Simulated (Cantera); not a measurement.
Thermodynamics of carbon deposition, reforming and gasification, feed C₆H₆ + H₂ + N₂

A closed system holds: 1 mol C₆H₆, 80 mol H₂, 0.41 mol N₂, at 1 atm.

Cantera equilibrium calculation (NASA polynomials, part measured and part estimated; ideal gas, pure solids and liquids). Candidate condensed phases: C, C₆H₆, C₇H₈, C₈H₁₈; 92 gas species. The numbers say what is thermodynamically allowed, not how fast it happens.

```csv
T (K),log p H₂,log p H,log p C₂H₂ (acetylene),log p N₂,n C(graphite)
1548,0.00,-4.51,-4.80,-2.31,5.82
1648,0.00,-4.05,-4.35,-2.31,5.86
1748,0.00,-3.64,-3.94,-2.32,5.88
1848,0.00,-3.27,-3.59,-2.33,5.86
1948,0.00,-2.95,-3.27,-2.34,5.80
2048,0.00,-2.65,-2.98,-2.36,5.69
2148,0.00,-2.38,-2.72,-2.39,5.51
2248,0.00,-2.13,-2.48,-2.42,5.24
2348,0.00,-1.91,-2.27,-2.46,4.83
2448,-0.01,-1.71,-2.07,-2.52,4.25
```
log p: log10 of the partial pressure in bar; n: condensed amount in mol.

From 1548 K to 2448 K the condensed part is C(graphite). The main C-bearing gas is CH₄ at 1548 K and C₂H₂ (acetylene) at 2448 K. The share of C in condensed phases is highest at 1748 K (97.9 %) and lowest at 2448 K (70.8 %).
